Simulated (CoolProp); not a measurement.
A simple Rankine cycle with water: condensing at 311.15 K, boiler at 19.2 MPa, turbine inlet 650.5 K, turbine efficiency 0.85, pump efficiency 0.8, no recuperator. Each further row changes one setting.

Model: reference Helmholtz-energy equation of state, Wagner 2002, in CoolProp.

```csv
case,thermal efficiency (%),net work (kJ/kg),heat in (kJ/kg),turbine exit temperature (K),volume ratio over the turbine
as stated,33.9,847,2500,311.2,1670
turbine inlet 670.5 K,34.5,914,2650,311.2,1480
condensing temperature 303.15 K,34.8,880,2530,303.1,2530
boiler pressure 13.4 MPa,33.9,933,2750,311.2,974
turbine efficiency 0.75,29.8,744,2500,311.2,1780
```

The expansion ends wet for: as stated; turbine inlet 670.5 K; condensing temperature 303.15 K; boiler pressure 13.4 MPa; turbine efficiency 0.75.
